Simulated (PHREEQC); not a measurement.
Solution (25 °C): 1 mmol/kgw HF, 2.5 mmol/kgw NiCl2 and 28 mmol/kgw MnSO4. Closed to the air; pH follows from the charge balance.

Computed with PHREEQC (ion-association model, wateq4f.dat).

| quantity | before | after |
|---|---|---|
| pH | 3.45 | 3.52 |
| ionic strength (mol/kgw) | 0.0775 | 0.0871 |
| SO4-2 (mol/kgw) | 0.0173 | 0.0265 |
| Ni+2 (mol/kgw) | 0.00162 | 0.00141 |
| NiSO4 (mol/kgw) | 0.000867 | 0.00108 |
| F- (mol/kgw) | 0.000678 | 0.000738 |
| SI of Morenosite (NiSO4:7H2O) | -2.99 | -2.89 |

Q: Name the change that produced these shifts.
(A) diluted 100-fold with water
(B) diluted 5-fold with water
(C) MnSO4 replaced by Rb2SO4 at the same molality
(D) MnSO4 from 0.028 to 0.14 mol/kgw
(E) HF from 0.001 to 0.0015 mol/kgw

A: C, MnSO4 replaced by Rb2SO4 at the same molality

This is a speciation only: nothing precipitates in the calculation.
